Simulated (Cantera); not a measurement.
A perfectly stirred reactor is fed with CH₄ : C₂H₆ : O₂ : N₂ : CO₂ = 1 : 0.23 : 6.52 : 24.5 : 1.1 (molar parts), equivalence ratio 0.43, at 1.01 bar; it is adiabatic with a 625 K inlet, and is followed from long to short residence time, starting on the burning branch (τ in s: 0.064, 0.033, 0.017, 0.0087, 0.0045, 0.0023, 0.0012, 0.00061, 0.00031, 0.00016, 8.2e-05, 4.2e-05).

Computed with Cantera and GRI-Mech 3.0 (53 species, 325 reactions).

x: mole fraction; the columns are a selection and need not sum to one.

```json
[
 {"τ (s)": "0.064", "T (K)": "1562", "x CH₄": "1.79e-5", "x C₂H₆": "1.09e-6", "x O₂": "0.111", "x O": "0.000125", "x CH₂": "2.21e-8"},
 {"τ (s)": "0.033", "T (K)": "1559", "x CH₄": "2.74e-5", "x C₂H₆": "1.67e-6", "x O₂": "0.111", "x O": "0.000188", "x CH₂": "3.92e-8"},
 {"τ (s)": "0.017", "T (K)": "1554", "x CH₄": "4.23e-5", "x C₂H₆": "2.56e-6", "x O₂": "0.111", "x O": "0.000280", "x CH₂": "6.88e-8"},
 {"τ (s)": "0.0087", "T (K)": "1546", "x CH₄": "___", "x C₂H₆": "___", "x O₂": "0.112", "x O": "___", "x CH₂": "___"},
 {"τ (s)": "0.0045", "T (K)": "1534", "x CH₄": "0.000105", "x C₂H₆": "6.21e-6", "x O₂": "0.112", "x O": "0.000583", "x CH₂": "2.04e-7"},
 {"τ (s)": "0.0023", "T (K)": "1515", "x CH₄": "0.000175", "x C₂H₆": "1.02e-5", "x O₂": "0.113", "x O": "0.000791", "x CH₂": "3.48e-7"},
 {"τ (s)": "0.0012", "T (K)": "1487", "x CH₄": "0.000310", "x C₂H₆": "1.77e-5", "x O₂": "0.114", "x O": "0.000970", "x CH₂": "5.85e-7"},
 {"τ (s)": "0.00061", "T (K)": "1431", "x CH₄": "0.000734", "x C₂H₆": "4.15e-5", "x O₂": "0.118", "x O": "0.000892", "x CH₂": "1.06e-6"},
 {"τ (s)": "0.00031", "T (K)": "625", "x CH₄": "0.0300", "x C₂H₆": "0.00690", "x O₂": "0.196", "x O": "<1e-12", "x CH₂": "<1e-12"},
 {"τ (s)": "0.00016", "T (K)": "625", "x CH₄": "0.0300", "x C₂H₆": "0.00690", "x O₂": "0.196", "x O": "<1e-12", "x CH₂": "<1e-12"},
 {"τ (s)": "8.2e-5", "T (K)": "625", "x CH₄": "0.0300", "x C₂H₆": "0.00690", "x O₂": "0.196", "x O": "<1e-12", "x CH₂": "<1e-12"},
 {"τ (s)": "4.2e-5", "T (K)": "625", "x CH₄": "0.0300", "x C₂H₆": "0.00690", "x O₂": "0.196", "x O": "<1e-12", "x CH₂": "<1e-12"}
]
```

**Question.** Some entries are withheld; supply them.

**Answer.** 
- 0.0087, x CH₄: 6.62e-5
- 0.0087, x C₂H₆: 3.97e-6
- 0.0087, x O: 0.000411
- 0.0087, x CH₂: 1.20e-7
